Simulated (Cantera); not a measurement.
A closed system holds: 1 mol BCl3, 0.56 mol N2, 3.3 mol H2, held at 0.00400 bar.

Cantera equilibrium calculation (NASA polynomials, part measured and part estimated; ideal gas, pure solids and liquids). Candidate condensed phases: B, BN, NH4Cl; 21 gas species. N2 is the only nitrogen source here; it is nearly inert below about 1500 K, so the nitride shown seldom forms there in practice. The tables' values for BCl2 are old estimates; treat these amounts as uncertain. Gases not in the tables: BHCl2. The numbers say what is thermodynamically allowed, not how fast it happens. All values below are at 1175 °C.

Base state: HCl 0.612, H2 0.373, N2 0.0131, BCl3 0.00154, Cl 0.000119, H 8.90e-5, BCl2 2.02e-5 (mole fractions); condensed: BN(s).

Question: What changes in the equilibrium state with this change: BCl3 replaced by B2H6?

Answer: 
```csv
species,before,after
H2,0.373,1.000
H,8.90e-5,0.000146
N2,0.0131,3.23e-7
HCl,0.612,0
BCl3,0.00154,0
Cl,0.000119,0
BCl2,2.02e-5,0
"BN(s), mol",0.992,1.12
"B(s), mol",0,0.880
```
The feed counts by its element totals alone. Mutual solubility and eutectic melting of coexisting phases are not modelled.
